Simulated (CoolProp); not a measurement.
Model: reference Helmholtz-energy equation of state, Penoncello 2003, in CoolProp.

For CHF3 (R23), give the phase and the density (kg/m³), cp (kJ/(kg K)), isothermal compressibility (1/MPa), expansivity (1/kK) at 61.65 °C and 1540 kPa; 61.65 °C and 1760 kPa; 61.65 °C and 2420 kPa.


- 61.65 °C and 1540 kPa: gas; density 42.2, cp 0.869, isothermal compressibility 0.709, expansivity 3.99
- 61.65 °C and 1760 kPa: gas; density 48.8, cp 0.884, isothermal compressibility 0.630, expansivity 4.18
- 61.65 °C and 2420 kPa: gas; density 70.0, cp 0.937, isothermal compressibility 0.480, expansivity 4.79
